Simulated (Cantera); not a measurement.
Input: 1 mol SiHCl3, 7.9 mol N2, at 53.3 Torr.

Equilibrium computed with Cantera from the NASA thermochemical tables; the gas is ideal and each condensed phase is pure. Candidate condensed phases: NH4Cl, Si, Si3N4; 28 gas species. N2 is the only nitrogen source here; it is nearly inert below about 1500 K, so the nitride shown seldom forms there in practice. The numbers say what is thermodynamically allowed, not how fast it happens.

Over these rows the condensed part is Si3N4(s). Partial pressures as log10 of bar:

```json
[
 {"T (K)": "1300", "1000/T (1/K)": "0.7692", "log p SiCl2": "-4.11", "log p N2": "-1.23", "log p HCl": "-2.18", "log p SiCl4": "-2.40"},
 {"T (K)": "1350", "1000/T (1/K)": "0.7407", "log p SiCl2": "-3.71", "log p N2": "-1.23", "log p HCl": "-2.18", "log p SiCl4": "-2.42"},
 {"T (K)": "1400", "1000/T (1/K)": "0.7143", "log p SiCl2": "-3.34", "log p N2": "-1.23", "log p HCl": "-2.18", "log p SiCl4": "-2.46"},
 {"T (K)": "1450", "1000/T (1/K)": "0.6897", "log p SiCl2": "-3.02", "log p N2": "-1.23", "log p HCl": "-2.19", "log p SiCl4": "-2.52"},
 {"T (K)": "1500", "1000/T (1/K)": "0.6667", "log p SiCl2": "?", "log p N2": "-1.23", "log p HCl": "-2.20", "log p SiCl4": "-2.63"},
 {"T (K)": "1550", "1000/T (1/K)": "0.6452", "log p SiCl2": "-2.52", "log p N2": "-1.23", "log p HCl": "-2.21", "log p SiCl4": "-2.80"}
]
```

Problem. Fit log p(SiCl2) = a + b·(1000/T) to the five rows, give the apparent enthalpy, and predict the row at 1500 K.

Solution. Means: 1000/T = 0.7118, log p = -3.340. Sxy = -0.116575, Sxx = 0.0090602, so b = -12.87 and a = -3.340 − (-12.87)×0.7118 = 5.82.
Apparent enthalpy: −19.145 × (-12.87) = 246 kJ/mol. With the condensed phases at unit activity, 1/6 Si3N4(s) + 1/2 SiCl4(g) = SiCl2(g) + 1/3 N2(g) links this pressure to the main gases: over the six rows their terms move log p by -0.20 in all, so the slope isn't that reaction's ΔH° alone. The five rows lie within 0.04 of the line.
Prediction at 1500 K: 5.82 + (-12.87)×0.6667 = -2.76. The computed value is -2.74, 0.02 from the line.
